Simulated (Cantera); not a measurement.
Input (Python, Cantera) and output of one run.

```python
import numpy as np
import cantera as ct

gas_names = [...]  # 143 gases of nasa_gas.yaml made of C, Cl, F, H, Si
cond_names = """
    C(gr) C6H6(L) C7H8(L) C8H18(L),n-octa Si(cr) Si(L) SiC(b)
""".split()


# ... load() reads the species with a 1 bar reference pressure and builds the phases ...
atoms = {
    'CH3F': {'C': 1, 'H': 3, 'F': 1},
    'HCl': {'H': 1, 'CL': 1},
    'H2': {'H': 2},
    'Si': {'Si': 1},
}
top_T = {'C(gr)': 4500, 'SiC(b)': 3050}  # K; cautious upper limits of use, not melting points


# ... equilibrate(T, P, feed) seeds the gas with the atoms and calls Mixture.equilibrate('TP', solver="vcs", rtol=1e-11, max_steps=5000) ...
results = []
feed = {'CH3F': 1, 'HCl': 0.45, 'H2': 18, 'Si': 1.5}  # mol
P = 10000  # Pa
for T in [3023, 3073, 3123, 3173, 3223, 3273, 3323, 3373, 3423, 3473]:
    mix = equilibrate(T, P, feed)
    results.append((T, P, feed, dict(zip(mix.species_names, mix.species_moles))))

top = {s: max(r[3][s] / sum(r[3][g] for g in gas_names) for r in results) for s in gas_names}
cols = sorted((s for s in top if top[s] > 0.001), key=lambda s: -top[s])[:7]
seen = [c for c in cond_names if any(r[3].get(c, 0) > 1e-12 for r in results)]
print("log10 of partial pressures in bar; condensed amounts in mol")
print(f"{'T/K':>10s}" + "".join(f"{s[:9]:>10s}" for s in cols + seen))
for T, P, feed, n in results:
    ng = sum(n[g] for g in gas_names)
    print(f"{T:10.4g}" + "".join(f"{np.log10(max(n[s] / ng * P / 1e5, 1e-99)):10.3f}" for s in cols)
          + "".join(f"{n.get(c, 0):10.4g}" for c in seen))
```

Result:

```
log10 of partial pressures in bar; condensed amounts in mol
       T/K         H        H2        Si        HF       HCL        CL      SiC2
      3023    -1.419    -1.296    -2.391    -2.491    -2.966    -3.257    -3.082
      3073    -1.373    -1.332    -2.393    -2.497    -3.007    -3.216    -3.104
      3123    -1.330    -1.373    -2.397    -2.506    -3.052    -3.180    -3.131
      3173    -1.292    -1.417    -2.402    -2.516    -3.102    -3.148    -3.164
      3223    -1.257    -1.465    -2.407    -2.527    -3.155    -3.120    -3.203
      3273    -1.226    -1.517    -2.412    -2.539    -3.213    -3.095    -3.249
      3323    -1.198    -1.573    -2.417    -2.553    -3.274    -3.075    -3.303
      3373    -1.174    -1.632    -2.422    -2.567    -3.339    -3.057    -3.365
      3423    -1.153    -1.694    -2.426    -2.582    -3.407    -3.042    -3.435
      3473    -1.136    -1.760    -2.429    -2.597    -3.477    -3.030    -3.514
```

Method: chemical equilibrium by Gibbs-energy minimisation in Cantera with the NASA 1993 tables (ideal gas, pure condensed phases). The tables' values for SiF, SiF2, SiCl, SiF3 are old estimates; treat these amounts as uncertain. Gases not in the tables: Si2H6 and higher silanes.
